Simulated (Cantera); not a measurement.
Feed: 1 mol PbO, 9.7 mol CO, 37 mol N2, at 1148 K and 13.3 mbar.

Equilibrium computed with Cantera from the NASA thermochemical tables; the gas is ideal and each condensed phase is pure. Kinetics and transport are ignored.

| species | before | after |
|---|---|---|
| N2 | 0.776 | 0.985 |
| Pb | 0.0210 | 0.00666 |
| CO2 | 0.0210 | 0.00666 |
| CO | 0.182 | 5.95e-7 |
| PbO | 5.26e-8 | 0.00162 |
| PbO(yellow), mol | 0 | 0.689 |
Gas species are given as mole fractions.

Problem. What was changed between the two runs?
A) temperature from 1148 K to 723.15 K
B) temperature from 1148 K to 800 K
C) CO from 9.7 to 0.25 mol
D) PbO replaced by Pb

Solution. C, CO from 9.7 to 0.25 mol
